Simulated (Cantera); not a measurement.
## Premixed flame

A freely propagating, adiabatic, planar premixed flame of H2 : O2 : N2 = 1 : 0.943 : 3.55 (molar parts), equivalence ratio 0.53, unburnt at 325 K and 0.276 atm; mixture-averaged transport, grid criteria slope 0.08 and curve 0.16, no radiation.

Detailed kinetics in Cantera: the H2/O2 subset of GRI-Mech 3.0, which has no nitrogen chemistry. Burning velocities carry a grid error of a few per cent, more on coarse grids. Lean hydrogen flames are cellular in practice and burn faster than this planar one.

| z (mm) | T (K) | u (m/s) | x H2 | x O2 | x H | x OH | x HO2 | x H2O2 |
|---|---|---|---|---|---|---|---|---|
| -5.25 | 325 | 0.884 | 0.182 | 0.172 | <1e-8 | <1e-8 | <1e-8 | <1e-8 |
| -3.50 | 325 | 0.884 | 0.182 | 0.172 | <1e-8 | <1e-8 | <1e-8 | <1e-8 |
| -2.63 | 325 | 0.883 | 0.180 | 0.172 | <1e-8 | <1e-8 | 7.42e-8 | 2.93e-8 |
| -1.75 | 327 | 0.883 | 0.176 | 0.173 | <1e-8 | <1e-8 | 1.25e-6 | 4.96e-7 |
| -0.875 | 394 | 1.03 | 0.147 | 0.177 | 1.15e-5 | 2.57e-5 | 0.000126 | 3.31e-5 |
| -0.438 | 662 | 1.69 | 0.107 | 0.168 | 0.00146 | 0.000467 | 0.000113 | 3.10e-5 |
| 0 | 988 | 2.49 | 0.0599 | 0.143 | 0.00736 | 0.00113 | 5.03e-5 | 4.21e-6 |
| 0.438 | 1220 | 3.06 | 0.0243 | 0.113 | 0.0119 | 0.00321 | 2.98e-5 | 2.70e-6 |
| 0.875 | 1353 | 3.39 | 0.0108 | 0.0983 | 0.0110 | 0.00482 | 2.15e-5 | 1.99e-6 |
| 1.75 | 1482 | 3.70 | 0.00586 | 0.0924 | 0.00668 | 0.00581 | 1.52e-5 | 1.03e-6 |
| 3.50 | 1584 | 3.93 | 0.00357 | 0.0909 | 0.00279 | 0.00554 | 1.01e-5 | 4.95e-7 |
| 7.00 | 1648 | 4.08 | 0.00167 | 0.0906 | 0.000808 | 0.00422 | 5.61e-6 | 2.49e-7 |
| 14.0 | 1678 | 4.15 | 0.000605 | 0.0909 | 0.000169 | 0.00268 | 2.45e-6 | 1.25e-7 |
x: mole fraction of selected species; z is measured from the peak of heat release.

laminar burning velocity: 88.4 cm/s
thermal thickness: 1.75 mm
peak x(H): 0.0121
peak x(OH): 0.00587
peak x(HO2): 0.000178
peak x(H2O2): 4.56e-5
